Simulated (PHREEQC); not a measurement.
# Acid rinse or clean: speciation

Consider water at 25 °C with 0.0021 mol H2SO4, 0.048 mol CuSO4 and 0.0013 mol MnSO4 per kg of water. Closed to the air; pH follows from the charge balance.

Equilibrium calculation in PHREEQC: ion-association model, wateq4f.dat.

No solid was allowed to form.

### Question
Estimate the pH.

### Answer
pH 2.77.

### Question
In which forms is S present?

### Answer
SO4-2 54 %, CuSO4 40 %, HSO4- 4.2 %, MnSO4 1.0 % of the S.
